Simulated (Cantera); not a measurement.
A Cantera script and what it prints.

```python
import numpy as np
import cantera as ct

gas_names = """
    C2H6 C3H8 H2S
""".split()
cond_names = """
    NiS2(s) NiS2(L) NiS(b) NiS(a) NiS(L)
""".split()


# ... load() reads the species with a 1 bar reference pressure and builds the phases ...
species = {s.name: s for s in load("nasa_gas.yaml", gas_names) + load("nasa_condensed.yaml", cond_names)}
# Each term lists the table entries of one substance; the one whose range holds T is used.
reactions = {
    'NiS2 + 3 C2H6(g) = 2 C3H8(g) + NiS + H2S(g)':
        [(-1, ['NiS2(s)', 'NiS2(L)']), (-3, ['C2H6']), (2, ['C3H8']), (1, ['NiS(b)', 'NiS(a)', 'NiS(L)']), (1, ['H2S'])],
}


def pick(names, T):
    return next(species[n] for n in names if species[n].thermo.min_temp <= T <= species[n].thermo.max_temp)


results = []
for label, terms in reactions.items():
    print(label)
    print("     T/K   dH/kJ  dS/(J/K)   dG/kJ   log10 K")
    for T in [1823, 1923, 2023, 2123, 2223, 2323, 2423]:
        used = [(nu, pick(names, T)) for nu, names in terms]
        dH = sum(nu * s.thermo.h(T) for nu, s in used) / 1e6
        dS = sum(nu * s.thermo.s(T) for nu, s in used) / 1e3
        dG = dH - T * dS / 1e3
        logK = -dG * 1e6 / (ct.gas_constant * T * np.log(10))
        results.append((label, T, dH, dS, dG, logK, [s.name for _, s in used]))
        print(f"{T:8g} {dH:8.1f} {dS:8.1f} {dG:8.1f} {logK:8.2f}")
```

Result:

```
NiS2 + 3 C2H6(g) = 2 C3H8(g) + NiS + H2S(g)
     T/K   dH/kJ  dS/(J/K)   dG/kJ   log10 K
    1823     47.5     34.0    -14.4     0.41
    1923     48.6     34.5    -17.8     0.48
    2023     49.6     35.0    -21.3     0.55
    2123     50.6     35.5    -24.8     0.61
    2223     51.6     36.0    -28.4     0.67
    2323     52.6     36.4    -32.0     0.72
    2423     53.6     36.9    -35.7     0.77
```

Standard-state values (1 bar) from the NASA 1993 polynomials, evaluated with Cantera. Condensed species are held in their standard states even where they would react or evaporate.
